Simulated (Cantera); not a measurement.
A freely propagating, adiabatic, planar premixed flame of H₂ : O₂ : N₂ = 1 : 0.357 : 1.43 (molar parts), unburnt at 300 K and 140000 Pa; unity-Lewis-number transport, grid criteria slope 0.08 and curve 0.16, no radiation.

Computed with Cantera and the H2/O2 subset of GRI-Mech 3.0, which has no nitrogen chemistry. Unity Lewis numbers drop preferential diffusion, which matters most where H2 and H carry the flame. Burning velocities carry a grid error of a few per cent, more on coarse grids.

Predict: laminar burning velocity; thermal thickness; peak x(HO₂); peak x(O); peak x(OH); peak x(H₂O₂).


| Item | Value |
|---|---|
| laminar burning velocity | 181 cm/s |
| thermal thickness | 0.206 mm |
| peak x(HO₂) | 0.000398 |
| peak x(O) | 0.00449 |
| peak x(OH) | 0.00855 |
| peak x(H₂O₂) | 3.88e-5 |
